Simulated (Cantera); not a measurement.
## Equilibrium for oxide etching and cleaning by halides: Al2O3 + Cl2 + O2

Input: 1 mol Al2O3, 15 mol Cl2, 0.13 mol O2, equilibrated at 1.33 mbar.

Method: chemical equilibrium by Gibbs-energy minimisation in Cantera with the NASA 1993 tables (ideal gas, pure condensed phases). Candidate condensed phases: Al, AlCl3, Al2O3; 17 gas species. The tables' values for AlCl2 are old estimates; treat these amounts as uncertain. Kinetics and transport are ignored.

From 1200 K to 1900 K the condensed part is Al2O3(s). The main Al-bearing gas is AlCl3 throughout. The share of Al in condensed phases is highest at 1200 K (99.6 %) and lowest at 1600 K (91.3 %).

```
T (K)  log p Cl  log p Cl2  log p O2  log p AlCl3  log p O  log p AlOCl  log p ClO  log p AlCl2  n Al2O3(s)
-----  --------  ---------  --------  -----------  -------  -----------  ---------  -----------  ----------
1200      -3.79      -2.94     -4.95        -6.21   -10.08       -13.22      -7.67       -13.62       0.996
1300      -3.42      -3.03     -4.92        -5.54    -9.21       -11.66      -7.36       -11.91       0.981
1400      -3.15      -3.21     -4.87        -5.16    -8.46       -10.40      -7.14       -10.58       0.947
1500      -3.00      -3.52     -4.85        -5.03    -7.82        -9.36      -7.03        -9.55       0.915
1600      -2.92      -3.93     -4.90        -5.08    -7.29        -8.52      -7.04        -8.75       0.913
1700      -2.90      -4.36     -4.98        -5.20    -6.84        -7.80      -7.09        -8.09       0.932
1800      -2.89      -4.77     -5.05        -5.36    -6.44        -7.18      -7.16        -7.53       0.950
1900      -2.88      -5.15     -5.11        -5.52    -6.08        -6.63      -7.22        -7.05       0.962
```
log p: log10 of the partial pressure in bar; n: condensed amount in mol.
